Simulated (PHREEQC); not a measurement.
Metal-bearing waste water

Dissolve 0.00071 mol CdCl2, 5.6e-07 mol ZnCl2, 1.3e-05 mol NaHCO3 and 5.5e-07 mol Na2SO4 per kg of water at 25 °C. Closed to the air; pH follows from the charge balance.

Computed with PHREEQC (ion-association model, phreeqc.dat).

- pH = 7.24
- ionic strength = 0.00201 mol/kgw
- total alkalinity = 0.0130 meq/kg

```tsv
species	molality	activity	log γ
Cl-	0.00135	0.00129	-0.022
Cd+2	0.000640	0.000525	-0.086
CdCl+	6.78e-5	6.45e-5	-0.022
Na+	1.41e-5	1.34e-5	-0.021
HCO3-	1.14e-5	1.08e-5	-0.021
CO2	1.41e-6	1.41e-6	0.000
CdOH+	7.94e-7	7.55e-7	-0.022
Zn+2	5.46e-7	4.49e-7	-0.085
SO4-2	4.89e-7	4.02e-7	-0.085
CdOHCl	4.60e-7	4.61e-7	0.000
CdCl2	3.46e-7	3.46e-7	0.000
CdHCO3+	1.89e-7	1.80e-7	-0.022
```

Precipitation was switched off in this run. Examples of supersaturated solids here: Otavite. Others may be too. Species that the database lacks are ignored.
